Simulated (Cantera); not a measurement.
A jet of 1.94 % H2, 12.9 % O2, 85.1 % N2, equivalence ratio 0.075 at 300 K and 19000 Pa hits a platinum plate 2.5 cm away at a mass flux of 0.025 kg/m²/s; the plate temperature is set and raised in steps from an oxygen-covered start.

Detailed kinetics in Cantera: Deutschmann's 1995 Pt surface mechanism with GRI-Mech 3.0 gas chemistry. Catalytic surfaces can have several steady states; this one follows from the mechanism file's or the stated starting coverage.

x: mole fraction at the wall; θ: surface coverage.

```
plate T (K)  wall x H2  wall x O2  wall x H2O  wall x OH  θ free Pt   θ O*    θ OH*
-----------  ---------  ---------  ----------  ---------  ---------  -----  -------
700            0.00159      0.111      0.0333      <1e-8     0.0320  0.965  0.00276
750            0.00120      0.111      0.0338      <1e-8     0.0450  0.953  0.00237
800           0.000797      0.110      0.0344      <1e-8     0.0723  0.925  0.00224
850           0.000537      0.110      0.0347    1.01e-8      0.113  0.885  0.00214
900           0.000384      0.110      0.0348        ___      0.164  0.834  0.00200
950           0.000296      0.110      0.0348        ___      0.222  0.776  0.00183
1000          0.000240      0.110      0.0348        ___      0.284  0.715  0.00165
1050          0.000200      0.110      0.0347        ___      0.347  0.652  0.00147
```

### Question
What belongs in the gaps?

### Answer

- 900, wall x OH: 3.11e-8
- 950, wall x OH: 8.44e-8
- 1000, wall x OH: 2.08e-7
- 1050, wall x OH: 5.12e-7
